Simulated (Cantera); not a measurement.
A closed system holds: 1 mol SiO2, 0.31 mol C, 1.4 mol N2, at 0.0130 bar.

Method: chemical equilibrium by Gibbs-energy minimisation in Cantera with the NASA 1993 tables (ideal gas, pure condensed phases). Candidate condensed phases: C, Si, SiC, SiO2, Si2N2O, Si3N4; 34 gas species. The tables hold silica as quartz up to 1696 K and as liquid above; real silica turns to tridymite and cristobalite and melts near 1996 K. Rates play no part.

**Question.** What share of the Si ends up in condensed phases as a function of T (K), at 2100, 2175, 2250, 2325, 2400, 2475, 2550, 2625, 2700, 2775, 2850, 2925, 3000?

**Answer.** 
```csv
T (K),Si condensed (%),as
2100,68.0,SiO2(l)
2175,66.6,SiO2(l)
2250,63.8,SiO2(l)
2325,58.2,SiO2(l)
2400,43.9,SiO2(l)
2475,0.0,-
2550,0.0,-
2625,0.0,-
2700,0.0,-
2775,0.0,-
2850,0.0,-
2925,0.0,-
3000,0.0,-
```
